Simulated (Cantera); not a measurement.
Charge: 1 mol Fe₂O₃, 2 mol CH₄, 7.1 mol H₂, equilibrated at 64.5 Torr.

Cantera equilibrium calculation (NASA polynomials, part measured and part estimated; ideal gas, pure solids and liquids). Candidate condensed phases: C, C₆H₆, C₇H₈, C₈H₁₈, Fe, Fe(CO)₅, FeO, Fe(OH)₂, Fe(OH)₃, Fe₂O₃, Fe₃O₄, H₂O; 114 gas species. Kinetics and transport are ignored. All values below are at 2000 K.

Base state: H₂ 0.767, CO 0.149, H₂O 0.0727, H 0.00485, Fe 0.00424, CO₂ 0.00307, OH 4.60e-5 (mole fractions); condensed: Fe(l).

### Question
What changes in the equilibrium state with this change: pressure from 64.5 Torr to 20.3 Torr?

### Answer
```tsv
species	before	after
H₂	0.767	0.756
CO	0.149	0.147
H₂O	0.0727	0.0718
Fe	0.00424	0.0135
H	0.00485	0.00861
FeO	8.02e-6	2.56e-5
OH	4.60e-5	8.16e-5
Fe(l), mol	1.94	1.82
```

### Question
What changes in the equilibrium state with this change: Fe₂O₃ replaced by Fe₃O₄?

### Answer
```json
[
 {"species": "H₂", "before": "0.767", "after": "0.694"},
 {"species": "CO", "before": "0.149", "after": "0.145"},
 {"species": "H₂O", "before": "0.0727", "after": "0.145"},
 {"species": "CO₂", "before": "0.00307", "after": "0.00660"},
 {"species": "Fe", "before": "0.00424", "after": "0.00424"},
 {"species": "Fe(OH)₂", "before": "5.80e-6", "after": "2.54e-5"},
 {"species": "FeO", "before": "8.02e-6", "after": "1.76e-5"},
 {"species": "OH", "before": "4.60e-5", "after": "9.63e-5"},
 {"species": "Fe(l), mol", "before": "1.94", "after": "2.94"}
]
```
